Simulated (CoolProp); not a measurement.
Vapour-liquid equilibrium of isohexane (1) + n-heptane (2) at 29.95 °C; x and y are mole fractions of (1).

Model: multi-fluid Helmholtz-energy mixture model, Lemmon 2006 and Span 2003; pair parameters Bell 2016, in CoolProp.

```tsv
x	bubble pressure (MPa)	y at the bubble point	dew pressure at overall composition x (MPa)	liquid density (mol/L)
0.05	0.009121	0.191	0.008075	6.773
0.125	0.01113	0.387	0.008602	6.824
0.2	0.01312	0.523	0.009201	6.876
0.275	0.01509	0.623	0.009889	6.929
0.35	0.01706	0.700	0.01069	6.982
0.425	0.01903	0.761	0.01162	7.037
0.5	0.02101	0.811	0.01273	7.091
0.575	0.02301	0.853	0.01408	7.147
0.65	0.02501	0.889	0.01573	7.203
0.725	0.02703	0.919	0.01782	7.260
0.8	0.02906	0.945	0.02053	7.317
0.875	0.03110	0.968	0.02420	7.375
0.95	0.03315	0.988	0.02947	7.433
```

No azeotrope shows between x = 0.05 and 0.95.

Pair parameters are fitted to limited data, so mixtures are less certain than the pure fluids.
